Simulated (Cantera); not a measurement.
A perfectly stirred reactor is fed with H2 : O2 = 0.12 : 1 (molar parts), at 20.0 Torr; it is held at 1375 K, and followed from long to short residence time.

Cantera simulation using the H2/O2 subset of GRI-Mech 3.0, which has no nitrogen chemistry; the numbers are that mechanism's predictions, not measurements. Radical loss at walls, strong at low pressure, is not modelled. The temperature is held fixed by assumption; the heat of reaction is taken as removed at once.

One state of this run: x H2 = 0.000163; x O2 = 0.884; x H2O2 = 8.41e-8; x H2O = 0.112; x HO2 = 1.87e-6. x: mole fraction; the columns are a selection and need not sum to one.

Q: Which value of τ (s) does it belong to?
A) 0.21
B) 6.2
C) 0.040
D) 1.2

A: D, 1.2
